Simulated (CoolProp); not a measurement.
A simple Rankine cycle with n-perfluoropentane: condensing at 308.15 K, boiler at 1.42 MPa, turbine inlet 416.8 K, turbine efficiency 0.7, pump efficiency 0.7, no recuperator. Each further row changes one setting.

Computed with CoolProp (reference Helmholtz-energy equation of state, Gao 2022).

```
case                             thermal efficiency (%)  net work (kJ/kg)  heat in (kJ/kg)  turbine exit temperature (K)  volume ratio over the turbine
-------------------------------  ----------------------  ----------------  ---------------  ----------------------------  -----------------------------
as stated                                           9.2              15.8              172                           ___                           15.1
turbine inlet 436.8 K                               8.9              17.3              195                         406.4                           13.8
condensing temperature 300.15 K                     9.9              18.0              181                         381.6                            ___
boiler pressure 0.994 MPa                           ___              14.5              179                         392.4                           9.16
turbine efficiency 0.6                              7.8              13.4              172                         386.8                           15.2
```

**Question.** Complete the blanks.

**Answer.** 
- as stated, turbine exit temperature (K): 384.2
- condensing temperature 300.15 K, volume ratio over the turbine: 20.1
- boiler pressure 0.994 MPa, thermal efficiency (%): 8.1
